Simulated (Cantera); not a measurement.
Iron carbonyl, mercury and lead vapours: Pb + H2 + N2

A closed system holds: 1 mol Pb, 5 mol H2, a varied amount of N2, equilibrated at 702 °C and 0.100 bar.

Equilibrium computed with Cantera from the NASA thermochemical tables; the gas is ideal and each condensed phase is pure. Candidate condensed phases: Pb; 11 gas species. The numbers say what is thermodynamically allowed, not how fast it happens.

```
n(N2) (mol)  log p H2  log p N2  log p Pb  log p NH3  log p H  n Pb(l)
-----------  --------  --------  --------  ---------  -------  -------
0.39            -1.03     -2.14     -5.04      -5.78    -9.46    1.000
0.71            -1.06     -1.91     -5.04      -5.70    -9.47    0.999
1.3             -1.10     -1.69     -5.04      -5.65    -9.49    0.999
2.3             -1.16     -1.50     -5.04      -5.66    -9.52    0.999
4.1             -1.26     -1.35     -5.04      -5.72    -9.57    0.999
7.4             -1.39     -1.22     -5.04      -5.87    -9.64    0.999
13              -1.56     -1.14     -5.04      -6.07    -9.72    0.998
24              -1.76     -1.08     -5.04      -6.35    -9.82    0.997
```
log p: log10 of the partial pressure in bar; n: condensed amount in mol.

From 0.39 mol N2 to 24 mol N2 the condensed part is Pb(l). The main Pb-bearing gas is Pb throughout.
